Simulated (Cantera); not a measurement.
**Thermodynamics of aluminium nitride and oxide growth, feed AlCl₃ + HCl + H₂ + O₂**

Feed: 1 mol AlCl₃, 0.64 mol HCl, 1.2 mol H₂, 0.94 mol O₂, at 0.000330 bar.

These are equilibrium values from Cantera (NASA tables, ideal gas, pure condensed phases), not measurements of a reactor. Candidate condensed phases: Al, AlCl₃, Al₂O₃, H₂O; 29 gas species. Condensed phases not in the tables: AlOCl. The numbers say what is thermodynamically allowed, not how fast it happens.

From 773 K to 1973 K the condensed part is Al₂O₃(s).

```tsv
T (K)	log p HCl	log p Cl	log p Cl₂	log p H₂O	log p O₂	log p H₂	n Al₂O₃(s)
773	-3.58	-7.49	-4.37	-4.84	-4.96	<-15	0.500
873	-3.56	-6.58	-4.45	-5.13	-4.85	-14.64	0.500
973	-3.56	-5.84	-4.50	-5.40	-4.80	-13.41	0.500
1073	-3.56	-5.25	-4.56	-5.62	-4.78	-12.41	0.500
1173	-3.56	-4.79	-4.68	-5.76	-4.78	-11.52	0.500
1273	-3.57	-4.48	-4.93	-5.75	-4.80	-10.63	0.500
1373	-3.59	-4.31	-5.35	-5.55	-4.82	-9.67	0.500
1473	-3.60	-4.23	-5.83	-5.28	-4.87	-8.73	0.500
1573	-3.62	-4.17	-6.27	-5.04	-4.94	-7.89	0.500
1673	-3.64	-4.11	-6.66	-4.87	-5.04	-7.17	0.500
1773	-3.66	-4.06	-7.01	-4.74	-5.19	-6.53	0.500
1873	-3.69	-4.02	-7.32	-4.67	-5.37	-5.97	0.500
1973	-3.72	-3.98	-7.60	-4.64	-5.57	-5.48	0.500
```
log p: log10 of the partial pressure in bar; n: condensed amount in mol.
